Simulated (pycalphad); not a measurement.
CALPHAD calculation (pycalphad, COST 507 light-alloy database (1999)), 1 atm. The database dates from 1999; later assessments differ in places, in temperatures and in the compounds included. Phase fractions are per mole of atoms.

**Question.** Give the equilibrium state of Al-2.194Mn-23.76Si (wt.%) at 950 K.

**Answer.** 
```
T = 950.00 K, P = 101325 Pa, N = 1 mol of atoms
G = -39118 J/mol, H = 32768 J/mol, S = 75.67 J/(mol K)  (SER reference)
chemical potentials (J/mol): Al -41187, Mn -131382, Si -28049
phase             fraction      x(Al)      x(Mn)      x(Si)
LIQUID              0.9512     0.7948     0.0116     0.1937
DIAMOND_A4          0.0488   3.64e-06       none     1.0000
```

**Question.** Give the equilibrium state of Al-2.194Mn-23.76Si (wt.%) at 850 K.

**Answer.** 
```
T = 850.00 K, P = 101325 Pa, N = 1 mol of atoms
G = -31973 J/mol, H = 25242 J/mol, S = 67.31 J/(mol K)  (SER reference)
chemical potentials (J/mol): Al -33088, Mn -132808, Si -23592
phase             fraction      x(Al)      x(Mn)      x(Si)
LIQUID              0.8187     0.8764     0.0017     0.1219
DIAMOND_A4          0.1263   8.93e-07       none     1.0000
ALMNSI_ALPHA        0.0551     0.6994     0.1739     0.1267
```

Database names, with the compositions (at.%) that they take in these runs: ALMNSI_ALPHA: Al 70 Mn 17 Si 12. DIAMOND_A4 is diamond (Si). An entry "none" or "no" means that the model of the phase leaves that element out.
